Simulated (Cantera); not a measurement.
Input (Python, Cantera):

```python
import numpy as np
import cantera as ct

gas = ct.Solution("gri30.yaml")


def delay(T, t_max=10):
    gas.TPX = T, 370000, {'H2': 2.1, 'O2': 0.806, 'N2': 3.03}
    reactor = ct.IdealGasConstPressureReactor(gas, clone=False)
    net = ct.ReactorNet([reactor])
    net.rtol, net.atol = 1e-8, 1e-16
    while net.time < t_max:
        t_old, T_old = net.time, reactor.T
        net.step()
        if reactor.T > T + 400:  # ignition: a rise of 400 K
            return t_old + (T + 400 - T_old) / (reactor.T - T_old) * (net.time - t_old)
    return np.nan


taus = []
for T in [1073, 1123, 1173, 1223, 1273, 1323]:
    taus.append(delay(T))
    print(f"T0 = {T:6g} K   tau = {taus[-1]:.4e} s")
```

Output:

```
T0 =   1073 K   tau = 6.9677e-04 s
T0 =   1123 K   tau = 5.8493e-05 s
T0 =   1173 K   tau = 2.3227e-05 s
T0 =   1223 K   tau = 1.4267e-05 s
T0 =   1273 K   tau = 1.0083e-05 s
T0 =   1323 K   tau = 7.6599e-06 s
```

Cantera simulation using GRI-Mech 3.0 (53 species, 325 reactions); the numbers are that mechanism's predictions, not measurements. The hydrogen kinetics of GRI-Mech 3.0 are dated; newer H2 mechanisms differ, most at raised pressure.
